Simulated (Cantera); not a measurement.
Cantera run:

```python
import numpy as np
import cantera as ct

gas_names = """
    C CH CH2 CH3 CH2OH CH3O CH4 CH3OH CN CO CO2 COOH C2 C2H CHCO,ketyl C2H2,acetylene C2H2,vinylidene
    CH2CO,ketene C2H3,vinyl CH3CN CH3CO,acetyl C2H4 C2H4O,ethylen CH3CHO,ethanal CH3COOH (HCOOH)2 C2H5
    C2H6 CH3OCH3 C2H5OH CCN CNC C2N2 C2O C3 C3H3,propargyl C3H4,allene C3H4,propyne C3H4,cyclo-
    C3H5,allyl C3H6,propylene C3H6,cyclo- C3H6O C3H7,n-propyl C3H7,i-propyl C3H8 C3H8O,1propanol
    C3H8O,2propanol C3O2 C4 C4H2 C4H4,1,3-cyclo- C4H6,butadiene C4H6,2-butyne C4H6,cyclo- C4H8,1-butene
    C4H8,cis2-buten C4H8,tr2-butene C4H8,isobutene C4H8,cyclo- (CH3COOH)2 C4H9,n-butyl C4H9,i-butyl
    C4H9,s-butyl C4H9,t-butyl C4H10,isobutane C4H10,n-butane C4N2 C5 C5H6,1,3cyclo- C5H8,cyclo-
    C5H10,1-pentene C5H10,cyclo- C5H11,pentyl C5H11,t-pentyl C5H12,n-pentane C5H12,i-pentane
    CH3C(CH3)2CH3 C6H2 C6H5,phenyl C6H5O,phenoxy C6H6 C6H5OH,phenol C6H10,cyclo- C6H12,1-hexene
    C6H12,cyclo- C6H13,n-hexyl C7H7,benzyl C7H8 C7H8O,cresol C7H14,1-heptene C7H15,n-heptyl
    C7H16,n-heptane C8H8,styrene C8H10,ethylbenz C8H16,1-octene C8H17,n-octyl C8H18,isooctane
    C8H18,n-octane C9H19,n-nonyl C10H8,naphthale C10H21,n-decyl C12H9,o-bipheny C12H10,bipheny H HCN HCO
    HCCN HNC HNCO HNO HNO2 HNO3 HO2 H2 HCHO,formaldehy HCOOH H2O H2O2 N NCO NH NH2 NH3 NH2OH NO NO2 NO3
    N2 N2H2 N2H4 N2O O OH O2 O3 Pb PbO Pb2
""".split()
cond_names = """
    C(gr) C6H6(L) C7H8(L) C8H18(L),n-octa H2O(s) H2O(L) Pb(cr) Pb(L) PbO(rd) PbO(yw) PbO(L) PbO2(s)
    Pb3O4(s)
""".split()


def load(file, names, dense=False):
    # The tables refer to 1 bar. Condensed volumes are neglected.
    table = {s.name: s for s in ct.Species.list_from_file(file)}
    out = []
    for n in names:
        d = dict(table[n].input_data)
        d["thermo"] = dict(d["thermo"], **{"reference-pressure": 1e5})
        if dense:
            d["equation-of-state"] = {"model": "constant-volume", "density": "1e6 g/cm^3"}
        out.append(ct.Species.from_dict(d))
    return out


gas = ct.Solution(thermo="ideal-gas", species=load("nasa_gas.yaml", gas_names))
cond = {s.name: ct.Solution(thermo="fixed-stoichiometry", species=[s], name=s.name)
        for s in load("nasa_condensed.yaml", cond_names, dense=True)}
atoms = {
    'Pb': {'Pb': 1},
    'CO2': {'C': 1, 'O': 2},
    'CO': {'C': 1, 'O': 1},
    'NH3': {'N': 1, 'H': 3},
}
top_T = {'C(gr)': 4500, 'Pb3O4(s)': 820}  # K; cautious upper limits of use, not melting points


def equilibrate(T, P, feed):
    n = {}
    for name, mol in feed.items():
        for a, k in atoms[name].items():
            n[a] = n.get(a, 0.0) + k * mol
    gas.TPX = T, P, n
    mass = sum(n.values()) * gas.mean_molecular_weight
    gas.equilibrate("TP")
    valid = [c for c in cond.values() if c.min_temp <= T <= top_T.get(c.name, c.max_temp)]
    mix = ct.Mixture([(gas, mass / gas.mean_molecular_weight)] + [(c, 0.0) for c in valid])
    mix.T, mix.P = T, P
    mix.equilibrate("TP", solver="vcs", rtol=1e-11, max_steps=5000)
    return mix


results = []
feed = {'Pb': 1, 'CO2': 9, 'CO': 0.51, 'NH3': 8.9}  # mol
P = 43000  # Pa
for T in [875, 925, 975, 1025, 1075, 1125, 1175, 1225, 1275]:
    mix = equilibrate(T, P, feed)
    results.append((T, P, feed, dict(zip(mix.species_names, mix.species_moles))))

top = {s: max(r[3][s] / sum(r[3][g] for g in gas_names) for r in results) for s in gas_names}
cols = sorted((s for s in top if top[s] > 0.0001), key=lambda s: -top[s])[:9]
seen = [c for c in cond_names if any(r[3].get(c, 0) > 1e-12 for r in results)]
print("log10 of partial pressures in bar; condensed amounts in mol")
print(f"{'T/K':>10s}" + "".join(f"{s[:9]:>10s}" for s in cols + seen))
for T, P, feed, n in results:
    ng = sum(n[g] for g in gas_names)
    print(f"{T:10.4g}" + "".join(f"{np.log10(max(n[s] / ng * P / 1e5, 1e-99)):10.3f}" for s in cols)
          + "".join(f"{n.get(c, 0):10.4g}" for c in seen))
```

Output:

```
log10 of partial pressures in bar; condensed amounts in mol
       T/K        H2        CO       H2O       CO2        N2       CH4        Pb     Pb(L)
       875    -0.858    -1.184    -1.177    -1.082    -1.145    -2.330    -6.171         1
       925    -0.853    -1.125    -1.162    -1.128    -1.152    -2.995    -5.573    0.9998
       975    -0.864    -1.093    -1.136    -1.162    -1.154    -3.670    -5.038    0.9994
      1025    -0.877    -1.069    -1.112    -1.191    -1.154    -4.298    -4.556    0.9982
      1075    -0.890    -1.049    -1.090    -1.218    -1.155    -4.873    -4.120    0.9952
      1125    -0.902    -1.033    -1.072    -1.245    -1.155    -5.397    -3.723     0.988
      1175    -0.913    -1.019    -1.057    -1.269    -1.155    -5.879    -3.361    0.9723
      1225    -0.924    -1.007    -1.043    -1.293    -1.155    -6.322    -3.029    0.9405
      1275    -0.934    -0.997    -1.032    -1.316    -1.156    -6.732    -2.724    0.8797
```

Cantera equilibrium calculation (NASA polynomials, part measured and part estimated; ideal gas, pure solids and liquids).
